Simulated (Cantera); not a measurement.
**Hydrocarbon pyrolysis for carbon deposition**

An isothermal, constant-pressure homogeneous reactor starts with C2H6 : N2 = 1 : 92 (molar parts), at 1973 K and 1300 Pa.

Model: GRI-Mech 3.0 (53 species, 325 reactions), integrated in Cantera. GRI-Mech 3.0 stops at C3 and has no aromatics, soot or wall deposition, so with more carbon than oxygen in the feed, carbon stays in small species such as C2H2 where larger ones or solid carbon would form. Radical loss at walls, strong at low pressure, is not modelled.

| t (s) | x C2H6 | x CH4 | x C2H2 | x H | x HCN | x CH2 |
|---|---|---|---|---|---|---|
| 2.00e-6 | 0.0106 | 6.81e-8 | 1.84e-12 | 4.32e-7 | <1e-12 | 6.17e-10 |
| 8.53e-6 | 0.0100 | 1.22e-6 | 1.81e-10 | 2.37e-6 | 1.61e-12 | 5.38e-8 |
| 3.64e-5 | 0.00797 | 2.07e-5 | 3.44e-8 | 4.41e-5 | 1.98e-10 | 3.71e-6 |
| 0.000155 | 0.00260 | 0.000259 | 5.01e-5 | 0.00109 | 1.26e-6 | 9.78e-5 |
| 0.000663 | 8.91e-6 | 0.00103 | 0.00453 | 0.00223 | 5.91e-5 | 0.000115 |
| 0.00283 | 1.66e-7 | 0.000796 | 0.00934 | 0.00116 | 0.000135 | 3.08e-5 |
| 0.0121 | 1.54e-8 | 0.000370 | 0.0101 | 0.000711 | 0.000184 | 8.44e-6 |
| 0.0515 | 1.62e-9 | 0.000142 | 0.0103 | 0.000576 | 0.000225 | 2.49e-6 |
| 0.220 | 8.46e-11 | 3.14e-5 | 0.0104 | 0.000588 | 0.000270 | 6.11e-7 |
| 0.937 | <1e-12 | 1.26e-6 | 0.0104 | 0.000720 | 0.000300 | 3.80e-8 |
| 4.00 | <1e-12 | 6.16e-8 | 0.0104 | 0.00113 | 0.000302 | 4.78e-9 |
x: mole fraction; the columns are a selection and need not sum to one.

Equilibrium at this temperature and pressure: C2H6 <1e-12, CH4 1.95e-8, C2H2 0.000848, H 0.00169, HCN 0.0193, CH2 3.45e-9 (gas phase only).
